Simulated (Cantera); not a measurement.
An adiabatic, constant-pressure homogeneous reactor starts with 18.0 % CH4, 3.61 % H2, 16.5 % O2, 61.9 % N2, equivalence ratio 2.3, at 1125 K and 5.00 bar.

Detailed kinetics in Cantera: GRI-Mech 3.0 (53 species, 325 reactions).

One state of this run: T (K) = 2082; x CH4 = 8.62e-9; x H2 = 0.221; x O2 = 1.38e-8; x C2H6 = <1e-12; x OH = 3.39e-5. x: mole fraction; the columns are a selection and need not sum to one.

Question: Which value of t (s) does it belong to?
(A) 0.000151
(B) 3.25e-5
(C) 1.51e-5
(D) 0.151

Answer: D, 0.151
